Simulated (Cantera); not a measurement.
Charge: 1 mol Fe(CO)5, a varied amount of O2, 2.7 mol H2, at 1200 °C and 0.133 bar.

These are equilibrium values from Cantera (NASA tables, ideal gas, pure condensed phases), not measurements of a reactor. Candidate condensed phases: C, C6H6, C7H8, C8H18, Fe, Fe(CO)5, FeO, Fe(OH)2, Fe(OH)3, Fe2O3, Fe3O4, H2O; 114 gas species. Mutual solubility and eutectic melting of coexisting phases are not modelled. The tables' stoichiometric FeO is somewhat more stable than real wüstite, so its field is too wide. FeO: taken at fixed stoichiometry. Kinetics and transport are ignored.

x: gas mole fraction; n: condensed amount in mol.

```
n(O2) (mol)   x CO   x H2    x H2O    x CO2      x H  x Fe(OH)2     x Fe  n Fe(γ)  n FeO(s)
-----------  -----  -----  -------  -------  -------  ---------  -------  -------  --------
0.048        0.644  0.344  0.00709  0.00537  2.03e-5    4.30e-9  6.27e-7    1.000         0
0.064        0.642  0.341  0.00944  0.00718  2.02e-5    7.67e-9  6.27e-7    1.000         0
0.085        0.640  0.338   0.0125  0.00957  2.01e-5    1.36e-8  6.27e-7    1.000         0
0.11         0.637  0.334   0.0161   0.0124  2.00e-5    2.29e-8  6.27e-7    1.000         0
0.15         0.632  0.329   0.0219   0.0170  1.99e-5    4.29e-8  6.27e-7    1.000         0
0.2          0.626  0.322      [?]      [?]  1.96e-5        [?]  6.27e-7    1.000         0
0.27         0.618  0.312   0.0389   0.0312  1.93e-5    1.43e-7  6.27e-7    1.000         0
0.35         0.608  0.301      [?]      [?]  1.90e-5        [?]  6.27e-7    1.000         0
0.47         0.593  0.284   0.0662   0.0558  1.85e-5    4.53e-7  6.27e-7    1.000         0
0.63         0.573  0.264   0.0871   0.0765  1.78e-5    8.45e-7  6.27e-7    1.000         0
0.83         0.558  0.249    0.101   0.0918  1.73e-5    1.21e-6  6.27e-7    0.828     0.172
1.1          0.558  0.249    0.101   0.0918  1.73e-5    1.21e-6  6.27e-7    0.288     0.712
1.5          0.522  0.218    0.132    0.128  1.62e-5    1.58e-6  4.22e-7        0     1.000
```

Problem. What belongs in the gaps?

Solution. 
- 0.35, x H2O: 0.0500
- 0.35, x CO2: 0.0409
- 0.35, x Fe(OH)2: 2.44e-7
- 0.2, x H2O: 0.0291
- 0.2, x CO2: 0.0229
- 0.2, x Fe(OH)2: 7.71e-8
